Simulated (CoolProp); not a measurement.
Isopentane along the isotherm 500 K: fugacity coefficient from the reference equation and from simpler models built on Tc = 460.3 K, pc = 33.78 bar, ω = 0.227; each cubic takes its own stable root.

Values from CoolProp's reference Helmholtz-energy equation of state, Lemmon 2006. It is a short technical equation, of lower accuracy than the large ones.

| p (bar) | phase | reference | van der Waals | Soave-Redlich-Kwong | Peng-Robinson |
|---|---|---|---|---|---|
| 2.11 | gas | 0.9838 | 0.9849 | 0.9840 | 0.9818 |
| 4.22 | gas | 0.9676 | 0.9698 | 0.9681 | 0.9638 |
| 6.33 | gas | 0.9516 | 0.9548 | 0.9523 | 0.9461 |
| 8.45 | gas | 0.9356 | 0.9397 | 0.9365 | 0.9284 |
| 10.6 | gas | 0.9195 | 0.9245 | 0.9207 | 0.9108 |
| 12.7 | gas | 0.9039 | 0.9096 | 0.9054 | 0.8937 |
| 14.8 | gas | 0.8883 | 0.8948 | 0.8901 | 0.8769 |
| 16.9 | gas | 0.8729 | 0.8799 | 0.8750 | 0.8602 |
